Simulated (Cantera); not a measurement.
# Thermodynamics of silicon oxide and oxynitride deposition, feed TEOS + N2O + N2

A closed system holds: 1 mol TEOS, 3 mol N2O, 150 mol N2, equilibrated at 13.3 mbar.

Method: chemical equilibrium by Gibbs-energy minimisation in Cantera with the NASA 1993 tables (ideal gas, pure condensed phases). Candidate condensed phases: C, C6H6, C7H8, C8H18, H2O, Si, SiC, SiO2, Si2N2O, Si3N4; 151 gas species. The feed counts by its element totals alone. Mutual solubility and eutectic melting of coexisting phases are not modelled. The numbers say what is thermodynamically allowed, not how fast it happens.

```json
[
 {"T (K)": "1325", "x N2": "0.902", "x H2": "0.0591", "x CO": "0.0385", "x H": "3.44e-6", "n C(graphite)": "1.49", "n Si2N2O(s)": "0.500", "n SiC(s)": "0"},
 {"T (K)": "1375", "x N2": "0.902", "x H2": "0.0591", "x CO": "0.0385", "x H": "7.22e-6", "n C(graphite)": "1.48", "n Si2N2O(s)": "0.500", "n SiC(s)": "0"},
 {"T (K)": "1425", "x N2": "0.902", "x H2": "0.0591", "x CO": "0.0385", "x H": "1.44e-5", "n C(graphite)": "1.48", "n Si2N2O(s)": "0.499", "n SiC(s)": "0"},
 {"T (K)": "1475", "x N2": "0.902", "x H2": "0.0591", "x CO": "0.0384", "x H": "2.73e-5", "n C(graphite)": "1.47", "n Si2N2O(s)": "0.498", "n SiC(s)": "0"},
 {"T (K)": "1525", "x N2": "0.900", "x H2": "0.0587", "x CO": "0.0411", "x H": "4.96e-5", "n C(graphite)": "0", "n Si2N2O(s)": "0.00595", "n SiC(s)": "0.972"},
 {"T (K)": "1575", "x N2": "0.900", "x H2": "0.0586", "x CO": "0.0410", "x H": "8.71e-5", "n C(graphite)": "0", "n Si2N2O(s)": "0", "n SiC(s)": "0.972"},
 {"T (K)": "1625", "x N2": "0.900", "x H2": "0.0585", "x CO": "0.0410", "x H": "0.000148", "n C(graphite)": "0", "n Si2N2O(s)": "0", "n SiC(s)": "0.963"},
 {"T (K)": "1675", "x N2": "0.900", "x H2": "0.0584", "x CO": "0.0409", "x H": "0.000243", "n C(graphite)": "0", "n Si2N2O(s)": "0", "n SiC(s)": "0.952"},
 {"T (K)": "1725", "x N2": "0.899", "x H2": "0.0583", "x CO": "0.0408", "x H": "0.000388", "n C(graphite)": "0", "n Si2N2O(s)": "0", "n SiC(s)": "0.939"},
 {"T (K)": "1775", "x N2": "0.899", "x H2": "0.0581", "x CO": "0.0407", "x H": "0.000604", "n C(graphite)": "0", "n Si2N2O(s)": "0", "n SiC(s)": "0.924"},
 {"T (K)": "1825", "x N2": "0.899", "x H2": "0.0578", "x CO": "0.0406", "x H": "0.000917", "n C(graphite)": "0", "n Si2N2O(s)": "0", "n SiC(s)": "0.905"},
 {"T (K)": "1875", "x N2": "0.899", "x H2": "0.0574", "x CO": "0.0405", "x H": "0.00136", "n C(graphite)": "0", "n Si2N2O(s)": "0", "n SiC(s)": "0.881"}
]
```
x: gas mole fraction; n: condensed amount in mol.

From 1325 K to 1475 K the condensed part is C(graphite) + Si2N2O(s). At 1525 K the condensed part is SiC(s) + Si2N2O(s). From 1575 K to 1875 K the condensed part is SiC(s). The main Si-bearing gas is SiO throughout.
